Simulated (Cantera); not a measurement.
What does this Cantera script print?

```python
import numpy as np
import cantera as ct

gas = ct.Solution("gri30.yaml")
gas.TPX = 1000, 1000000, {'CH4': 1, 'O2': 1.82, 'N2': 6.84, 'H2O': 0.25}
reactor = ct.IdealGasConstPressureReactor(gas, energy="on", clone=False)
net = ct.ReactorNet([reactor])
net.rtol, net.atol = 1e-08, 1e-16
show = ['CH4', 'O2', 'H2O', 'NO2', 'C2H4', 'CO2']
times = np.geomspace(2e-06, 1, 15)

steps = ct.SolutionArray(gas, extra=["t"])
rows = []
print(f"{'t/s':>10s}{'T/K':>9s}{'P/Pa':>11s}" + "".join(f"{s:>11s}" for s in show))
for t in times:
    while net.time < t:
        t_next = net.step()
        steps.append(gas.state, t=t_next)
    rows.append([np.interp(t, steps.t, y) for y in (steps.T, steps.P, *steps(*show).X.T)])
    print(f"{t:10.3e}{rows[-1][0]:9.1f}{rows[-1][1]:11.4g}" + "".join(f"{x:11.3e}" for x in rows[-1][2:]))
rate = np.gradient(steps.T, steps.t)
print("integrator steps:", len(steps.t))
if steps.T.max() > steps.T[0] + 200:
    print(f"time of steepest temperature rise: {steps.t[rate.argmax()]:.4e} s")
gas.TPX = 1000, 1000000, {'CH4': 1, 'O2': 1.82, 'N2': 6.84, 'H2O': 0.25}
gas.equilibrate("HP")
print(f"equilibrium (HP): T = {gas.T:.1f} K  " + "  ".join(f"{s} {gas[s].X[0]:.3e}" for s in show))
```

It prints:

```
       t/s      T/K       P/Pa        CH4         O2        H2O        NO2       C2H4        CO2
 2.000e-06   1000.0      1e+06  1.009e-01  1.837e-01  2.523e-02  8.791e-35  1.113e-19  4.411e-21
 5.106e-06   1000.0      1e+06  1.009e-01  1.837e-01  2.523e-02  4.327e-33  2.425e-18  7.076e-20
 1.304e-05   1000.0      1e+06  1.009e-01  1.837e-01  2.523e-02  1.909e-31  4.556e-17  1.166e-18
 3.328e-05   1000.0      1e+06  1.009e-01  1.837e-01  2.523e-02  7.769e-30  7.827e-16  1.904e-17
 8.498e-05   1000.0      1e+06  1.009e-01  1.837e-01  2.523e-02  3.246e-28  1.359e-14  3.260e-16
 2.170e-04   1000.0      1e+06  1.009e-01  1.837e-01  2.523e-02  1.377e-26  2.472e-13  5.990e-15
 5.539e-04   1000.0      1e+06  1.009e-01  1.837e-01  2.523e-02  6.080e-25  5.102e-12  1.279e-13
 1.414e-03   1000.0      1e+06  1.009e-01  1.837e-01  2.523e-02  2.936e-23  1.244e-10  3.290e-12
 3.611e-03   1000.0      1e+06  1.009e-01  1.837e-01  2.523e-02  1.358e-21  1.997e-09  5.457e-11
 9.218e-03   1000.1      1e+06  1.009e-01  1.836e-01  2.524e-02  3.422e-20  1.356e-08  3.583e-10
 2.354e-02   1000.3      1e+06  1.008e-01  1.836e-01  2.528e-02  7.785e-19  9.350e-08  2.837e-09
 6.009e-02   1003.3      1e+06  1.004e-01  1.832e-01  2.571e-02  7.563e-17  2.283e-06  2.369e-07
 1.534e-01   2626.0      1e+06  8.175e-14  2.328e-03  2.035e-01  7.217e-07  2.383e-21  6.745e-02
 3.917e-01   2626.0      1e+06  8.175e-14  2.328e-03  2.035e-01  7.217e-07  2.383e-21  6.745e-02
 1.000e+00   2626.0      1e+06  8.175e-14  2.328e-03  2.035e-01  7.217e-07  2.383e-21  6.745e-02
integrator steps: 2680
time of steepest temperature rise: 8.5583e-02 s
equilibrium (HP): T = 2626.0 K  CH4 9.728e-14  O2 2.328e-03  H2O 2.035e-01  NO2 7.217e-07  C2H4 2.591e-21  CO2 6.745e-02
```

Computed with Cantera and GRI-Mech 3.0 (53 species, 325 reactions).
